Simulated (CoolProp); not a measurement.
A simple Rankine cycle with R22: condensing at 310.15 K, boiler at 3.98 MPa, turbine inlet 499 K, turbine efficiency 0.85, pump efficiency 0.8, no recuperator. Each further row changes one setting.

Model: reference Helmholtz-energy equation of state, Kamei 1995, in CoolProp.

```tsv
case	thermal efficiency (%)	net work (kJ/kg)	heat in (kJ/kg)	turbine exit temperature (K)	volume ratio over the turbine
as stated	10.6	33.4	316	442.8	…
condensing temperature 302.15 K	…	40.0	326	432.8	…
boiler pressure 2.79 MPa	7.2	23.3	…	463.0	1.86
turbine efficiency 0.75	9.2	29.2	316	…	2.63
```

Q: Some entries are withheld; supply them.

A: 
- as stated, volume ratio over the turbine: 2.59
- condensing temperature 302.15 K, thermal efficiency (%): 12.3
- condensing temperature 302.15 K, volume ratio over the turbine: 3.13
- boiler pressure 2.79 MPa, heat in (kJ/kg): 323
- turbine efficiency 0.75, turbine exit temperature (K): 447.9
